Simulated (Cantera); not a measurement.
An adiabatic, constant-pressure homogeneous reactor starts with 3.05 % CH4, 0.396 % CO, 20.3 % O2, 76.2 % N2, equivalence ratio 0.31, at 1423 K and 0.444 atm.

Computed with Cantera and GRI-Mech 3.0 (53 species, 325 reactions).

One state of this run: T (K) = 1442; x CH4 = 0.0269; x CO = 0.00482; x O2 = 0.200; x HCO = 3.94e-7; x O = 8.86e-6. x: mole fraction; the columns are a selection and need not sum to one.

**Question.** Which value of t (s) does it belong to?
(A) 6.00
(B) 3.57e-5
(C) 0.00284
(D) 0.225

**Answer.** C, 0.00284
